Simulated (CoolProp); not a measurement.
The numbers come from the reference Helmholtz-energy equation of state, Tillner-Roth 1994 in CoolProp.

Q: Give the vapour pressure (kPa), enthalpy of vaporisation (kJ/kg), liquid cp (kJ/(kg K)), vapour viscosity (µPa s) of saturated R134a at 297.4, 304.4 K.

A: 
| T (K) | p (kPa) | enthalpy of vaporisation (kJ/kg) | liquid cp (kJ/(kg K)) | vapour viscosity (µPa s) |
|---|---|---|---|---|
| 297.4 | 651 | 178 | 1.42 | 11.7 |
| 304.4 | 798 | 172 | 1.45 | 12.0 |

Viscosity comes from a separate model (Huber 2003), an estimate that may be off by 10 % or more.
